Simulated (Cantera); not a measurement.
An adiabatic, constant-volume homogeneous reactor starts with CH4 : C2H6 : O2 : N2 : H2O = 1 : 0.039 : 3.75 : 14.1 : 1.6 (molar parts), equivalence ratio 0.57, at 1450 K and 680000 Pa. Integrator tolerance rtol = 1e-08.

Detailed kinetics in Cantera: GRI-Mech 3.0 (53 species, 325 reactions).

**Question.** What does this change do: pressure from 680000 Pa to 36000 Pa?

**Answer.** 
```json
[
 {"quantity": "time of steepest temperature rise", "before": "0.189 ms", "after": "1.39 ms"},
 {"quantity": "temperature at 1.00 s", "before": "2609 K", "after": "2497 K"},
 {"quantity": "equilibrium temperature", "before": "2609 K", "after": "2497 K"},
 {"quantity": "x(CH4) at 1.00 s", "before": "<1e-12 (gas-phase equilibrium <1e-12)", "after": "<1e-12 (gas-phase equilibrium <1e-12)"},
 {"quantity": "x(C2H6) at 1.00 s", "before": "<1e-12 (gas-phase equilibrium <1e-12)", "after": "<1e-12 (gas-phase equilibrium <1e-12)"},
 {"quantity": "x(O2) at 1.00 s", "before": "0.0699 (gas-phase equilibrium 0.0699)", "after": "0.0716 (gas-phase equilibrium 0.0716)"},
 {"quantity": "x(H2O) at 1.00 s", "before": "0.173 (gas-phase equilibrium 0.173)", "after": "0.165 (gas-phase equilibrium 0.165)"},
 {"quantity": "x(NO2) at 1.00 s", "before": "2.39e-5 (gas-phase equilibrium 2.39e-5)", "after": "5.10e-6 (gas-phase equilibrium 5.10e-6)"},
 {"quantity": "x(CO2) at 1.00 s", "before": "0.0488 (gas-phase equilibrium 0.0488)", "after": "0.0442 (gas-phase equilibrium 0.0442)"},
 {"quantity": "x(H) at 1.00 s", "before": "0.000492 (gas-phase equilibrium 0.000492)", "after": "0.00213 (gas-phase equilibrium 0.00213)"}
]
```

**Question.** What does this change do: C2H6 0.039 to 0.024 parts?

**Answer.** 
```
quantity                                                              before                                      after
---------------------------------  -----------------------------------------  -----------------------------------------
time of steepest temperature rise                                   0.189 ms                                   0.232 ms
temperature at 1.00 s                                                 2609 K                                     2590 K
equilibrium temperature                                               2609 K                                     2590 K
x(CH4) at 1.00 s                       <1e-12 (gas-phase equilibrium <1e-12)      <1e-12 (gas-phase equilibrium <1e-12)
x(C2H6) at 1.00 s                      <1e-12 (gas-phase equilibrium <1e-12)      <1e-12 (gas-phase equilibrium <1e-12)
x(O2) at 1.00 s                        0.0699 (gas-phase equilibrium 0.0699)      0.0725 (gas-phase equilibrium 0.0725)
x(H2O) at 1.00 s                         0.173 (gas-phase equilibrium 0.173)        0.171 (gas-phase equilibrium 0.171)
x(NO2) at 1.00 s                     2.39e-5 (gas-phase equilibrium 2.39e-5)    2.44e-5 (gas-phase equilibrium 2.44e-5)
x(CO2) at 1.00 s                       0.0488 (gas-phase equilibrium 0.0488)      0.0479 (gas-phase equilibrium 0.0479)
x(H) at 1.00 s                     0.000492 (gas-phase equilibrium 0.000492)  0.000433 (gas-phase equilibrium 0.000433)
```
